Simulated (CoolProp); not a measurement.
The numbers come from the reference Helmholtz-energy equation of state, Penoncello 2003 in CoolProp.

For CHF3 (R23), give the phase and the density (kg/m³), cp (kJ/(kg K)), expansivity (1/kK) at 84.75 °C and 245 bar; -120.95 °C and 0.471 bar.


- 84.75 °C and 245 bar: supercritical; density 866, cp 1.47, expansivity 5.01
- -120.95 °C and 0.471 bar: liquid; density 1590, cp 1.20, expansivity 2.19
